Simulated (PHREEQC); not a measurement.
Alkaline etch or developer: an equilibrium model

Make-up at 25 °C: 0.12 mol CsOH, 0.027 mol NaAlO2 and 0.0019 mol Na2CO3 per kg of water. Closed to the air; pH follows from the charge balance.

All values are PHREEQC results (ion-association model, wateq4f.dat), not measurements.

```
Quantity                  Value
----------------  -------------
pH                        12.94
ionic strength    0.152 mol/kgw
total alkalinity     232 meq/kg
```

```csv
species,molality,activity,log γ
OH-,0.120,0.0875,-0.137
Cs+,0.120,0.0911,-0.120
Na+,0.0305,0.0231,-0.120
Al(OH)4-,0.0270,0.0202,-0.126
CO3-2,0.00159,0.000540,-0.470
NaCO3-,0.000305,0.000232,-0.118
HCO3-,1.72e-6,1.31e-6,-0.118
NaHCO3,1.64e-8,1.70e-8,0.015
Al(OH)3,1.18e-9,1.23e-9,0.015
```

This is a speciation only: nothing precipitates in the calculation.
